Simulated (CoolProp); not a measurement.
Model: reference Helmholtz-energy equation of state, Zhou 2016, in CoolProp.

Q: For R245ca, give the phase and the cp (kJ/(kg K)), speed of sound (m/s) at 450 K and 1.33 bar.

A: 
- 450 K and 1.33 bar: gas; cp 1.17, speed of sound 170
